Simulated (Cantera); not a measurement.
Input: 1 mol SiHCl3, 0.65 mol CH4, 9.9 mol H2, at 1.33 mbar.

Method: chemical equilibrium by Gibbs-energy minimisation in Cantera with the NASA 1993 tables (ideal gas, pure condensed phases). Candidate condensed phases: C, C6H6, C7H8, C8H18, Si, SiC; 109 gas species. The tables' values for SiCl3, SiCl are old estimates; treat these amounts as uncertain. Rates play no part. All values below are at 1325 °C.

Base state: H2 0.798, HCl 0.174, SiCl2 0.0262, H 0.00130, SiCl3 0.000257, Cl 0.000224, SiCl 3.34e-5, Si 1.41e-5 (mole fractions); condensed: SiC(s).

Problem. What changes in the equilibrium state with this change: pressure from 1.33 mbar to 49.0 mbar?

Solution. 
| species | before | after |
|---|---|---|
| H2 | 0.798 | 0.801 |
| HCl | 0.174 | 0.172 |
| SiCl2 | 0.0262 | 0.0247 |
| Si | 1.41e-5 | 3.69e-7 |
| SiH2Cl2 | 4.51e-7 | 1.57e-5 |
| SiHCl3 | 4.10e-6 | 0.000141 |
| SiCl4 | 6.22e-6 | 0.000212 |
| SiCl | 3.34e-5 | 5.25e-6 |
| SiC(s), mol | 0.650 | 0.650 |
The tables' values for SiCl3 are old estimates; treat these amounts as uncertain.
